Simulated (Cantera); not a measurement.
A closed system holds: 1 mol SiH2Cl2, 8.6 mol N2, 0.61 mol HCl, at 1250 K and 1.00 bar.

Equilibrium computed with Cantera from the NASA thermochemical tables; the gas is ideal and each condensed phase is pure. Candidate condensed phases: NH4Cl, Si, Si3N4; 28 gas species. N2 is the only nitrogen source here; it is nearly inert below about 1500 K, so the nitride shown seldom forms there in practice. The tables' values for SiCl3 are old estimates; treat these amounts as uncertain. Rates play no part.

Base state: N2 0.777, HCl 0.144, H2 0.0524, SiCl4 0.0258, SiHCl3 0.000333, SiCl3 0.000328, SiCl2 2.98e-5 (mole fractions); condensed: Si3N4(s).

Question: What changes in the equilibrium state with this change: SiH2Cl2 replaced by Si3H8?

Answer: 
```tsv
species	before	after
N2	0.777	0.589
H2	0.0524	0.357
HCl	0.144	0.0543
SiCl4	0.0258	1.34e-5
SiCl3	0.000328	1.18e-6
SiHCl3	0.000333	3.14e-6
SiCl2	2.98e-5	7.46e-7
NH3	1.62e-6	2.50e-5
Si3N4(s), mol	0.241	1.000
```
The feed counts by its element totals alone.
